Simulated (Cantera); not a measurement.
A perfectly stirred reactor is fed with CH4 : O2 : N2 : H2O = 1 : 2.82 : 10.6 : 3.5 (molar parts), equivalence ratio 0.71, at 8.30 bar; it is adiabatic with a 400 K inlet, and is followed from long to short residence time, starting on the burning branch (τ in s: 0.023, 0.012, 0.0062, 0.0033, 0.0017, 0.0009, 0.00047, 0.00025, 0.00013, 6.8e-05, 3.6e-05).

Model: GRI-Mech 3.0 (53 species, 325 reactions), integrated in Cantera.

Q: What does this change do: H2O 3.5 to 2.2 parts?

A: 
```tsv
quantity	before	after
blow-out, bracketed by the residence times tried	burning at 1.70 ms, out at 0.900 ms	burning at 0.900 ms, out at 0.470 ms
x(CH4) at τ = 23.0 ms	4.86e-5	2.49e-5
x(O2) at τ = 23.0 ms	0.0460	0.0494
x(H2O) at τ = 23.0 ms	0.307	0.252
x(N2O) at τ = 23.0 ms	3.91e-7	4.91e-7
x(NO) at τ = 23.0 ms	4.39e-7	1.87e-6
x(CH4) at τ = 0.900 ms	0.0558	0.000399
x(O2) at τ = 0.900 ms	0.157	0.0525
x(H2O) at τ = 0.900 ms	0.195	0.250
x(N2O) at τ = 0.900 ms	<1e-12	9.39e-7
x(NO) at τ = 0.900 ms	<1e-12	1.04e-6
```
